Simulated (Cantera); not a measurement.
Feed: 1 mol Cu, 0.22 mol O₂, 130 mol N₂, at 700 K and 99.0 Pa.

Method: chemical equilibrium by Gibbs-energy minimisation in Cantera with the NASA 1993 tables (ideal gas, pure condensed phases). Candidate condensed phases: Cu, CuO, Cu₂O; 12 gas species. Kinetics and transport are ignored.

Base state: N₂ 1.00 (mole fractions); condensed: Cu(s) + Cu₂O(s).

Problem. What changes in the equilibrium state with this change: temperature from 700 K to 1525 K?

Solution. 
```
species       before     after
------------  ------  --------
N₂              1.00     0.991
Cu             <1e-9   0.00761
O₂             <1e-9   0.00160
NO             <1e-9  0.000135
Cu(s), mol     0.120         0
Cu₂O(s), mol   0.440         0
```
